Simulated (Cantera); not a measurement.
A freely propagating, adiabatic, planar premixed flame of H2 : O2 : N2 = 1 : 0.385 : 1.45 (molar parts), unburnt at 423 K and 1.00 atm; mixture-averaged transport, grid criteria slope 0.08 and curve 0.16, no radiation.

Cantera simulation using the H2/O2 subset of GRI-Mech 3.0, which has no nitrogen chemistry; the numbers are that mechanism's predictions, not measurements. Burning velocities carry a grid error of a few per cent, more on coarse grids.

Problem. How do the results move with these cheaper or finer settings: unity-Lewis-number transport; multicomponent transport; multicomponent+Soret transport; grid criteria slope 0.5, curve 1; grid criteria slope 0.25, curve 0.5; grid criteria slope 0.03, curve 0.06?

Solution. 
| setting | laminar burning velocity | thermal thickness | peak x(O) | peak x(H) | grid points |
|---|---|---|---|---|---|
| as above | 486 cm/s | 0.389 mm | 0.00813 | 0.0712 | 118 |
| unity-Lewis-number transport | 306 cm/s | 0.325 mm | 0.00777 | 0.0762 | 113 |
| multicomponent transport | 476 cm/s | 0.389 mm | 0.00805 | 0.0710 | 118 |
| multicomponent+Soret transport | 450 cm/s | 0.379 mm | 0.00804 | 0.0690 | 118 |
| grid criteria slope 0.5, curve 1 | 533 cm/s | 0.499 mm | 0.00851 | 0.0738 | 37 |
| grid criteria slope 0.25, curve 0.5 | 494 cm/s | 0.424 mm | 0.00825 | 0.0721 | 58 |
| grid criteria slope 0.03, curve 0.06 | 483 cm/s | 0.381 mm | 0.00816 | 0.0711 | 279 |
Unity Lewis numbers drop preferential diffusion, which matters most where H2 and H carry the flame; Soret adds thermal diffusion.
